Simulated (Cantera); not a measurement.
Input: 1 mol SiCl₄, 5.2 mol HCl, 5.3 mol H₂, at 1298.15 K and 1 atm.

Method: chemical equilibrium by Gibbs-energy minimisation in Cantera with the NASA 1993 tables (ideal gas, pure condensed phases). Candidate condensed phases: Si; 19 gas species. The tables' values for SiCl₃ are old estimates; treat these amounts as uncertain. Rates play no part.

Base state: HCl 0.458, H₂ 0.456, SiCl₄ 0.0812, SiHCl₃ 0.00365, SiCl₃ 0.00177, SiCl₂ 0.000230, SiH₂Cl₂ 2.31e-5 (mole fractions); condensed: gas only.

Q: What changes in the equilibrium state with this change: H₂ from 5.3 to 0.21 mol?

A: 
| species | before | after |
|---|---|---|
| HCl | 0.458 | 0.812 |
| SiCl₄ | 0.0812 | 0.155 |
| H₂ | 0.456 | 0.0322 |
| SiH₂Cl₂ | 2.31e-5 | 7.02e-8 |
| SiCl₂ | 0.000230 | 9.86e-6 |
